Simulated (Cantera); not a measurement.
Input: 1 mol BCl3, 0.86 mol O2, 5.9 mol N2, held at 1773 K and 6.00 Torr.

Cantera equilibrium calculation (NASA polynomials, part measured and part estimated; ideal gas, pure solids and liquids). Candidate condensed phases: B, BN, B2O3; 25 gas species. The tables' values for BOCl are old estimates; treat these amounts as uncertain. Equilibrium is a limit: real reactors are often held back by kinetics, nucleation or transport.

Base state: N2 0.627, Cl 0.287, B2O3 0.0445, BOCl 0.0144, O2 0.0140, Cl2 0.00857, BO2 0.00305, NO 0.000872 (mole fractions); condensed: gas only.

Question: What changes in the equilibrium state with this change: temperature from 1773 K to 1675 K?

Answer: 
```tsv
species	before	after
N2	0.627	0.635
Cl	0.287	0.267
B2O3	0.0445	0.0455
Cl2	0.00857	0.0203
O2	0.0140	0.0147
BOCl	0.0144	0.0147
BCl3	1.04e-5	3.44e-5
O	0.000124	4.64e-5
BO2	0.00305	0.00182
NO	0.000872	0.000626
ClO	5.55e-5	5.84e-5
```
